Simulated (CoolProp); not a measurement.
Vapour-liquid equilibrium of benzene (1) + dimethyl carbonate (2) at 0.043 MPa; x and y are mole fractions of (1).

Computed with CoolProp (multi-fluid Helmholtz-energy mixture model, Thol 2012 and Zhou 2011; pair parameters Bell 2016).

```
x      bubble temperature, mixture model (K)  bubble temperature, Raoult's law (K)  y, mixture model  y, Raoult's law
-----  -------------------------------------  ------------------------------------  ----------------  ---------------
0.05                                   337.2                                 337.9             0.095            0.072
0.125                                  335.5                                 337.0             0.216            0.174
0.2                                    334.1                                 336.1             0.315            0.270
0.275                                  332.9                                 335.3             0.400            0.360
0.35                                   331.8                                 334.4             0.474            0.445
0.425                                  331.0                                 333.6             0.540            0.525
0.5                                    330.2                                 332.8             0.602            0.600
0.575                                  329.6                                 332.0             0.659            0.670
0.65                                   329.1                                 331.2             0.715            0.737
0.725                                  328.6                                 330.4             0.771            0.799
0.8                                    328.3                                 329.7             0.828            0.858
0.875                                  328.0                                 328.9             0.889            0.914
0.95                                   327.8                                 328.2             0.953            0.967
```

The largest gap from Raoult's law is -2.6 K in bubble temperature, at x = 0.425. No azeotrope shows between x = 0.05 and 0.95.

Pair parameters are fitted to limited data, so mixtures are less certain than the pure fluids.
